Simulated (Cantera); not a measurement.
Charge: 1 mol Si, 3 mol HF, 61 mol N2, equilibrated at 1125 °C and 0.00100 bar.

These are equilibrium values from Cantera (NASA tables, ideal gas, pure condensed phases), not measurements of a reactor. Candidate condensed phases: Si, Si3N4; 37 gas species. N2 is the only nitrogen source here; it is nearly inert below about 1500 K, so the nitride shown seldom forms there in practice. The tables' values for SiF3, SiF2 are old estimates; treat these amounts as uncertain. Kinetics and transport are ignored.

Base state: N2 0.963, H2 0.0232, SiF4 0.00900, SiF3 0.00297, HF 0.00109, SiF2 0.000675, SiHF3 4.26e-5, H 2.28e-5 (mole fractions); condensed: Si3N4(s).

**Question.** What changes in the equilibrium state with this change: temperature from 1125 °C to 477 °C?

**Answer.** 
```tsv
species	before	after
N2	0.963	0.964
H2	0.0232	0.0238
SiF4	0.00900	0.0119
SiF3	0.00297	3.62e-9
SiF2	0.000675	<1e-9
H	2.28e-5	<1e-9
HF	0.00109	8.01e-6
Si3N4(s), mol	0.0661	0.0834
```
